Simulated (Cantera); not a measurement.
Equilibrium for abatement and gas-phase synthesis: PH3 + H2 + O2 + H2O

Input: 1 mol PH3, 2.8 mol H2, 8.9 mol O2, 5 mol H2O, equilibrated at 75.0 Torr.

Method: chemical equilibrium by Gibbs-energy minimisation in Cantera with the NASA 1993 tables (ideal gas, pure condensed phases). Candidate condensed phases: H2O, P, P4O10; 17 gas species. Gases not in the tables: HPO2, HPO3 and P4O6. The numbers say what is thermodynamically allowed, not how fast it happens.

| T (°C) | log p H2O | log p O2 | log p PO2 | log p OH | log p P4O10 | log p O | log p H2 |
|---|---|---|---|---|---|---|---|
| 1152 | -1.21 | -1.44 | -5.04 | -4.70 | -2.78 | -6.58 | -6.67 |
| 1252 | -1.21 | -1.44 | -4.08 | -4.31 | -2.79 | -5.97 | -6.07 |
| 1352 | -1.21 | -1.44 | -3.25 | -3.97 | -2.82 | -5.43 | -5.55 |
| 1452 | -1.22 | -1.44 | -2.56 | -3.67 | -3.03 | -4.96 | -5.09 |
| 1552 | -1.24 | -1.45 | -2.22 | -3.41 | -4.28 | -4.54 | -4.68 |
| 1652 | -1.24 | -1.45 | -2.21 | -3.17 | -6.57 | -4.16 | -4.31 |
| 1752 | -1.24 | -1.45 | -2.21 | -2.95 | -8.68 | -3.82 | -3.98 |
| 1852 | -1.25 | -1.45 | -2.21 | -2.76 | -10.59 | -3.51 | -3.67 |
| 1952 | -1.26 | -1.46 | -2.21 | -2.58 | -12.33 | -3.23 | -3.40 |
log p: log10 of the partial pressure in bar; nothing condenses.

From 1152 °C to 1952 °C nothing is condensed.
